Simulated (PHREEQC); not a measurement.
Silver or lead bath

A solution holds 0.0011 mol/kgw Pb(NO3)2 and 0.0001 mol/kgw HNO3, at 25 °C. Closed to the air; pH follows from the charge balance.

Computed with PHREEQC (ion-association model, wateq4f.dat).

Each row changes one thing in this solution. No solid was allowed to form.

```
case                                            pH  PbNO3+ (mol/kgw)  PbOH+ (mol/kgw)  Pb2OH+3 (mol/kgw)  SI of Pb(OH)2 (Pb(OH)2)  SI of Litharge (PbO)
--------------------------------------  ----------  ----------------  ---------------  -----------------  -----------------------  --------------------
as made                                       4.02           2.80e-5          1.83e-7            5.65e-9                    -3.18                 -7.75
temperature from 25 to 5 °C                   4.02           2.82e-5          1.84e-7            5.63e-9                    -3.92                 -8.61
temperature from 25 to 20 °C                  4.02           2.80e-5          1.83e-7            5.64e-9                    -3.36                 -7.95
Pb(NO3)2 from 0.0011 to 0.0022 mol/kgw  (withheld)           9.71e-5          3.41e-7            2.26e-8               (withheld)                 -7.48
HNO3 from 0.0001 to 9e-05 mol/kgw       (withheld)           2.78e-5          2.03e-7            6.27e-9                    -3.09            (withheld)
```

Problem. Some entries are withheld; supply them.

Solution. 
- Pb(NO3)2 from 0.0011 to 0.0022 mol/kgw, pH: 4.03
- Pb(NO3)2 from 0.0011 to 0.0022 mol/kgw, SI of Pb(OH)2 (Pb(OH)2): -2.91
- HNO3 from 0.0001 to 9e-05 mol/kgw, pH: 4.07
- HNO3 from 0.0001 to 9e-05 mol/kgw, SI of Litharge (PbO): -7.66

At this temperature some constants are extrapolated from 25 °C, and those without enthalpy data are left unchanged.
